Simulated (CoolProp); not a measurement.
Vapour-liquid equilibrium of benzene (1) + n-decane (2) at 0.0483 bar; x and y are mole fractions of (1).

Values from CoolProp's multi-fluid Helmholtz-energy mixture model, Thol 2012 and Lemmon 2006; pair parameters Bell 2016.

```csv
x,"bubble temperature, mixture model (K)","bubble temperature, Raoult's law (K)","y, mixture model","y, Raoult's law"
0.05,335.3,337.4,0.663,0.627
0.2,306.6,311.1,0.946,0.929
0.35,295.3,299.4,…,0.973
0.5,…,292.1,0.989,0.988
0.65,285.5,287.0,0.994,0.994
0.8,…,283.0,…,0.998
0.95,279.8,279.8,0.999,1.000
```

Fill in the missing entries.


- 0.35, y, mixture model: 0.979
- 0.5, bubble temperature, mixture model (K): 289.3
- 0.8, bubble temperature, mixture model (K): 282.5
- 0.8, y, mixture model: 0.997

The largest gap from Raoult's law is -4.5 K in bubble temperature, at x = 0.2. No azeotrope shows between x = 0.05 and 0.95.

Pair parameters are fitted to limited data, so mixtures are less certain than the pure fluids.
